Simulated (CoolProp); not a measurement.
Vapour-liquid equilibrium of hydrogen chloride (1) + propane (2) at 1.25 MPa; x and y are mole fractions of (1).

Computed with CoolProp (multi-fluid Helmholtz-energy mixture model, Thol 2018 and Lemmon 2009; pair parameters Bell 2016).

```
x      bubble temperature, mixture model (K)  bubble temperature, Raoult's law (K)  y, mixture model  y, Raoult's law
-----  -------------------------------------  ------------------------------------  ----------------  ---------------
0.05                                   298.7                                 301.9             0.221            0.206
0.125                                  285.6                                 292.8             0.459            0.420
0.2                                    275.9                                 285.5             0.606            0.565
0.275                                  269.0                                 279.4             0.695            0.668
0.35                                   264.1                                 274.2             0.753            0.745
0.425                                  260.5                                 269.7             0.793            0.804
0.5                                    257.8                                 265.8             0.823            0.850
0.575                                  255.7                                 262.2             0.847            0.886
0.65                                   254.0                                 259.1             0.868            0.916
0.725                                  252.5                                 256.3             0.890            0.940
0.8                                    251.1                                 253.7             0.912            0.960
0.875                                  249.8                                 251.3             0.939            0.977
0.95                                   248.5                                 249.1             0.972            0.992
```

The largest gap from Raoult's law is -10.4 K in bubble temperature, at x = 0.275. No azeotrope shows between x = 0.05 and 0.95.

The pair parameters rest on a limited set of measurements; away from them the model extrapolates.
